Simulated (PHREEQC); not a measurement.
Solution (25 °C): 0.019 mol Ni(NO3)2, 0.045 mol H3BO3 and 0.085 mol H2SO4 per kg of water. Closed to the air; pH follows from the charge balance.

Computed with PHREEQC (ion-association model, wateq4f.dat).

Precipitation was switched off in this run.

Task: Predict the pH, ionic strength.

Result: pH 1.06; ionic strength 0.168 mol/kgw.

Task: In which forms is S present?

Result: HSO4- 74 %, SO4-2 21 %, NiSO4 5.6 % of the S.

Complexes and solids missing from the database can't appear.
